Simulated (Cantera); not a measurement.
Input: 1 mol CCl4, 1.9 mol H2, 0.019 mol Si, at 0.0900 Torr.

Method: chemical equilibrium by Gibbs-energy minimisation in Cantera with the NASA 1993 tables (ideal gas, pure condensed phases). Candidate condensed phases: C, C6H6, C7H8, C8H18, Si, SiC; 109 gas species. The tables' values for SiCl3 are old estimates; treat these amounts as uncertain. Kinetics and transport are ignored. All values below are at 1302 °C.

Base state: HCl 0.945, Cl 0.0463, H2 0.00379, SiCl2 0.00329, SiCl3 0.000871, SiCl4 0.000604, H 0.000233, Cl2 2.88e-5 (mole fractions); condensed: C(graphite).

**Question.** What changes in the equilibrium state with this change: CCl4 replaced by CH3Cl?

**Answer.** 
| species | before | after |
|---|---|---|
| H2 | 0.00379 | 0.744 |
| HCl | 0.945 | 0.249 |
| H | 0.000233 | 0.00327 |
| Cl | 0.0463 | 0.000872 |
| SiCl2 | 0.00329 | 0.00273 |
| SiCl4 | 0.000604 | 1.78e-7 |
| Cl2 | 2.88e-5 | 1.02e-8 |
| C(graphite), mol | 1.000 | 0.992 |
| SiC(s), mol | 0 | 0.00822 |
